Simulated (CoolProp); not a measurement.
Vapour-liquid equilibrium of CH2F2 (R32) (1) + R152A (2) at 1150 kPa; x and y are mole fractions of (1).

Model: multi-fluid Helmholtz-energy mixture model, Tillner-Roth 1997 and Outcalt 1996; pair parameters Bell 2016, in CoolProp.

```
x      bubble temperature (K)  y at the bubble point  dew temperature at overall composition x (K)  liquid density (mol/L)
-----  ----------------------  ---------------------  --------------------------------------------  ----------------------
0.05                    319.4                  0.101                                         320.8                   12.91
0.125                   315.3                  0.235                                         318.6                   13.35
0.2                     311.6                  0.352                                         316.4                   13.79
0.275                   308.2                  0.454                                         314.1                   14.24
0.35                    305.0                  0.543                                         311.7                   14.71
0.425                   302.0                  0.622                                         309.2                   15.19
0.5                     299.2                  0.691                                         306.5                   15.68
0.575                   296.6                  0.753                                         303.8                   16.19
0.65                    294.1                  0.807                                         300.9                   16.72
0.725                   291.8                  0.856                                         297.8                   17.27
0.8                     289.7                  0.901                                         294.5                   17.84
0.875                   287.6                  0.941                                         291.0                   18.44
0.95                    285.7                  0.977                                         287.2                   19.07
```

No azeotrope shows between x = 0.05 and 0.95.

Pair parameters are fitted to limited data, so mixtures are less certain than the pure fluids.
